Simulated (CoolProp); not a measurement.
Saturated liquid density (kg/m³) of methane: the reference equation beside estimates from Tc = 190.6 K, pc = 4599 kPa, ω = 0.011. Rackett uses Z = 0.29056 − 0.08775 ω.

The numbers come from the reference Helmholtz-energy equation of state, Setzmann 1991 in CoolProp.

```
T (K)  reference  Rackett  van der Waals  Redlich-Kwong  Soave-Redlich-Kwong  Peng-Robinson
-----  ---------  -------  -------------  -------------  -------------------  -------------
115.4      416.9    415.9          286.0          420.7                414.8          468.5
118.5      412.2    411.2          282.7          415.0                409.5          462.6
121.6      407.4    406.4          279.4          409.2                403.9          456.5
124.7      402.6    401.5          275.9          403.2                398.2          450.3
127.8      397.6    396.5          272.4          397.1                392.3          443.7
130.9      392.6    391.4          268.8          390.7                386.2          437.0
134        387.3    386.2          265.1          384.0           (withheld)          429.9
137.1      382.0    380.8          261.2          377.2                373.2          422.6
140.2      376.5    375.3          257.2          370.1                366.4          415.0
143.3      370.8    369.6          253.1          362.7                359.3     (withheld)
146.4      365.0    363.8          248.8          355.0                351.9     (withheld)
149.5      358.9    357.7          244.4          347.1                344.2          390.0
```

Some entries are withheld; supply them.


- 134, Soave-Redlich-Kwong: 379.8
- 143.3, Peng-Robinson: 407.1
- 146.4, Peng-Robinson: 398.7

Absolute difference from the reference over all 12 rows, mean and median: Rackett 0.3 and 0.3 %, van der Waals 31.6 and 31.5 %, Redlich-Kwong 1.2 and 0.9 %, Soave-Redlich-Kwong 2.0 and 1.8 %, Peng-Robinson 10.9 and 11.2 %.
